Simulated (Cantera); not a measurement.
Adiabatic ignition

An adiabatic, constant-volume homogeneous reactor starts with CO : H2 : O2 : N2 : H2O = 1 : 0.05 : 0.583 : 2.19 : 0.13 (molar parts), equivalence ratio 0.90, at 1073 K and 0.910 bar.

Computed with Cantera and GRI-Mech 3.0 (53 species, 325 reactions).

```csv
t (s),T (K),P (bar),x CO,x H2,x O2,x NO2,x OH
3.00e-6,1073,0.910,0.253,0.0126,0.147,<1e-12,2.20e-11
7.97e-6,1073,0.910,0.253,0.0126,0.147,<1e-12,9.53e-11
2.12e-5,1073,0.910,0.253,0.0126,0.147,<1e-12,4.10e-10
5.63e-5,1073,0.910,0.253,0.0126,0.147,<1e-12,2.50e-9
0.000150,1073,0.910,0.253,0.0126,0.147,<1e-12,7.70e-8
0.000398,1246,1.05,0.236,0.00566,0.134,1.29e-10,0.00107
0.00106,2742,2.12,0.0760,0.00228,0.0479,1.92e-6,0.0107
0.00281,2733,2.11,0.0756,0.00228,0.0446,5.20e-6,0.0102
0.00747,2730,2.10,0.0755,0.00229,0.0435,6.23e-6,0.0101
0.0199,2730,2.10,0.0755,0.00229,0.0435,6.25e-6,0.0101
0.0528,2730,2.10,0.0755,0.00229,0.0435,6.25e-6,0.0101
0.140,2730,2.10,0.0755,0.00229,0.0435,6.25e-6,0.0101
0.373,2730,2.10,0.0755,0.00229,0.0435,6.25e-6,0.0101
0.991,2730,2.10,0.0755,0.00229,0.0435,6.25e-6,0.0101
2.63,2730,2.10,0.0755,0.00229,0.0435,6.25e-6,0.0101
7.00,2730,2.10,0.0755,0.00229,0.0435,6.25e-6,0.0101
```
x: mole fraction; the columns are a selection and need not sum to one.

```yaml
time_of_steepest_temperature_rise: 0.441 ms
temperature at 7.00 s: 2730 K
equilibrium_temperature: 2730 K
x(CO) at 7.00 s: 0.0755 (gas-phase equilibrium 0.0755)
x(H2) at 7.00 s: 0.00229 (gas-phase equilibrium 0.00229)
x(O2) at 7.00 s: 0.0435 (gas-phase equilibrium 0.0435)
```
